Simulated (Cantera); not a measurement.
Low-pressure radical oxidation in H2/O2

An isothermal, constant-pressure homogeneous reactor starts with 21.3 % H2, 78.7 % O2, at 925 K and 0.0132 atm.

Model: GRI-Mech 3.0 (53 species, 325 reactions), integrated in Cantera. Radical loss at walls, strong at low pressure, is not modelled. Below about 950 K walls govern HO2 and H2O2 in real vessels. The temperature is held fixed by assumption; the heat of reaction is taken as removed at once.

```csv
t (s),x H2,x O2,x OH,x O,x HO2,x H2O2,x H2O
2.00e-5,0.213,0.787,<1e-12,<1e-12,3.53e-12,<1e-12,<1e-12
6.07e-5,0.213,0.787,<1e-12,<1e-12,1.07e-11,<1e-12,<1e-12
0.000184,0.213,0.787,3.42e-12,7.85e-12,3.28e-11,<1e-12,9.32e-12
0.000558,0.213,0.787,2.53e-11,7.46e-11,1.03e-10,<1e-12,1.76e-10
0.00169,0.213,0.787,1.54e-9,4.75e-9,6.87e-10,<1e-12,1.61e-8
0.00514,0.209,0.786,0.000227,0.000690,7.27e-6,1.09e-8,0.00249
0.0156,0.00419,0.756,0.00177,0.00510,2.08e-5,6.53e-7,0.228
0.0473,0.000374,0.762,0.000238,0.000274,7.33e-6,3.94e-7,0.237
0.143,5.35e-5,0.762,7.81e-5,3.15e-5,1.73e-6,1.87e-7,0.238
0.435,6.23e-6,0.762,3.11e-5,4.57e-6,3.23e-7,7.57e-8,0.238
1.32,5.36e-7,0.762,1.32e-5,7.92e-7,5.93e-8,2.90e-8,0.238
4.00,4.96e-8,0.762,6.20e-6,1.75e-7,1.35e-8,1.12e-8,0.238
```
x: mole fraction; the columns are a selection and need not sum to one.

Equilibrium at this temperature and pressure: H2 1.86e-11, O2 0.762, OH 1.48e-7, O 1.02e-10, HO2 3.51e-10, H2O2 2.39e-11, H2O 0.238 (gas phase only).
